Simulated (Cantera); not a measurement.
Feed: 1 mol BF₃, 0.12 mol NH₃.

Method: chemical equilibrium by Gibbs-energy minimisation in Cantera with the NASA 1993 tables (ideal gas, pure condensed phases). Candidate condensed phases: B, BN; 31 gas species. The tables' values for BF₂ are old estimates. Rates play no part.

What condenses at these points (T in °C, P in Pa): (875, 16000); (775, 400); (1475, 1000); (1475, 25); (675, 63)?


```
T (°C)  P in Pa  condensed phases  B condensed (%)
------  -------  ----------------  ---------------
875       16000                BN              0.5
775         400                BN              0.4
1475       1000          gas only              0.0
1475         25          gas only              0.0
675          63                BN              0.3
```
